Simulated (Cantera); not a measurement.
A closed system holds: 1 mol Si, 1.4 mol H2, 0.61 mol HCl, held at 1125 K and 1.00 bar.

Cantera equilibrium calculation (NASA polynomials, part measured and part estimated; ideal gas, pure solids and liquids). Candidate condensed phases: Si; 19 gas species. The tables' values for SiCl3 are old estimates; treat these amounts as uncertain. Equilibrium is a limit: real reactors are often held back by kinetics, nucleation or transport.

Base state: H2 0.889, SiCl4 0.0491, SiHCl3 0.0310, HCl 0.0244, SiH2Cl2 0.00241, SiCl3 0.00238, SiCl2 0.00142, SiH3Cl 4.99e-5 (mole fractions); condensed: Si(s).

What changes in the equilibrium state with this change: temperature from 1125 K to 1150 K?


| species | before | after |
|---|---|---|
| H2 | 0.889 | 0.886 |
| SiCl4 | 0.0491 | 0.0479 |
| SiHCl3 | 0.0310 | 0.0302 |
| HCl | 0.0244 | 0.0285 |
| SiCl2 | 0.00142 | 0.00202 |
| SiCl3 | 0.00238 | 0.00297 |
| Si(s), mol | 0.840 | 0.841 |

What changes in the equilibrium state with this change: pressure from 1.00 bar to 3.80 bar?


```
species      before     after
----------  -------  --------
H2            0.889     0.891
SiCl4        0.0491    0.0444
SiHCl3       0.0310    0.0403
HCl          0.0244    0.0171
SiH3Cl      4.99e-5  0.000133
SiCl2       0.00142  0.000694
SiH2Cl2     0.00241   0.00447
SiCl3       0.00238   0.00158
Si(s), mol    0.840     0.831
```

What changes in the equilibrium state with this change: temperature from 1125 K to 1398 K?


```csv
species,before,after
H2,0.889,0.836
HCl,0.0244,0.0847
SiCl2,0.00142,0.0253
SiCl4,0.0491,0.0236
SiCl3,0.00238,0.0118
SiHCl3,0.0310,0.0164
SiH2Cl2,0.00241,0.00170
SiH3Cl,4.99e-5,5.10e-5
"Si(s), mol",0.840,0.849
```
